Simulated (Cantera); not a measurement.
A closed system holds: 1 mol Si₃N₄, 4 mol H₂O, 2.3 mol H₂, 0.083 mol O₂, at 14.0 mbar.

Equilibrium computed with Cantera from the NASA thermochemical tables; the gas is ideal and each condensed phase is pure. Candidate condensed phases: H₂O, Si, SiO₂, Si₂N₂O, Si₃N₄; 35 gas species. The tables hold silica as quartz up to 1696 K and as liquid above; real silica turns to tridymite and cristobalite and melts near 1996 K. Rates play no part.

Problem. At 1873 K, list the 5 most abundant gas species with their mole fractions, and the condensed phases.

Solution. H₂ 0.615, N₂ 0.197, SiO 0.182, H 0.00428, H₂O 0.00207. Condensed: SiO₂(condensed).
